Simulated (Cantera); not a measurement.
An isothermal, constant-pressure homogeneous reactor starts with C₂H₆ : N₂ = 1 : 150 (molar parts), at 1850 K and 0.00610 bar. Integrator tolerance rtol = 1e-08.

Model: GRI-Mech 3.0 (53 species, 325 reactions), integrated in Cantera. GRI-Mech 3.0 stops at C3 and has no aromatics, soot or wall deposition, so with more carbon than oxygen in the feed, carbon stays in small species such as C2H2 where larger ones or solid carbon would form. Radical loss at walls, strong at low pressure, is not modelled.

What does this change do: N2 150 to 23 parts?


```json
[
 {"quantity": "x(C₂H₆) at 30.0 s", "before": "<1e-12 (gas-phase equilibrium <1e-12)", "after": "<1e-12 (gas-phase equilibrium <1e-12)"},
 {"quantity": "x(C₂H₂) at 30.0 s", "before": "0.00643 (gas-phase equilibrium 0.000385)", "after": "0.0383 (gas-phase equilibrium 0.00964)"},
 {"quantity": "x(CH₃) at 30.0 s", "before": "2.28e-8 (gas-phase equilibrium 8.51e-9)", "after": "1.02e-7 (gas-phase equilibrium 2.55e-7)"},
 {"quantity": "x(H) at 30.0 s", "before": "0.000519 (gas-phase equilibrium 0.000782)", "after": "0.00191 (gas-phase equilibrium 0.00191)"},
 {"quantity": "x(CH₄) at 30.0 s", "before": "2.81e-8 (gas-phase equilibrium 6.88e-9)", "after": "2.02e-7 (gas-phase equilibrium 5.04e-7)"},
 {"quantity": "x(H₂) at 30.0 s", "before": "0.0128 (gas-phase equilibrium 0.0127)", "after": "0.0759 (gas-phase equilibrium 0.0759)"},
 {"quantity": "x(C₂H) at 30.0 s", "before": "2.80e-6 (gas-phase equilibrium 2.56e-7)", "after": "1.04e-5 (gas-phase equilibrium 2.61e-6)"}
]
```

What does this change do: 4.7 parts H2O added?


| quantity | before | after |
|---|---|---|
| x(C₂H₆) at 30.0 s | <1e-12 (gas-phase equilibrium <1e-12) | <1e-12 (gas-phase equilibrium <1e-12) |
| x(C₂H₂) at 30.0 s | 0.00643 (gas-phase equilibrium 0.000385) | 1.84e-5 (gas-phase equilibrium <1e-12) |
| x(CH₃) at 30.0 s | 2.28e-8 (gas-phase equilibrium 8.51e-9) | 1.23e-6 (gas-phase equilibrium <1e-12) |
| x(H) at 30.0 s | 0.000519 (gas-phase equilibrium 0.000782) | 0.000284 (gas-phase equilibrium 0.00124) |
| x(CH₄) at 30.0 s | 2.81e-8 (gas-phase equilibrium 6.88e-9) | 6.96e-6 (gas-phase equilibrium <1e-12) |
| x(H₂) at 30.0 s | 0.0128 (gas-phase equilibrium 0.0127) | 0.0323 (gas-phase equilibrium 0.0320) |
| x(C₂H) at 30.0 s | 2.80e-6 (gas-phase equilibrium 2.56e-7) | 1.73e-9 (gas-phase equilibrium <1e-12) |
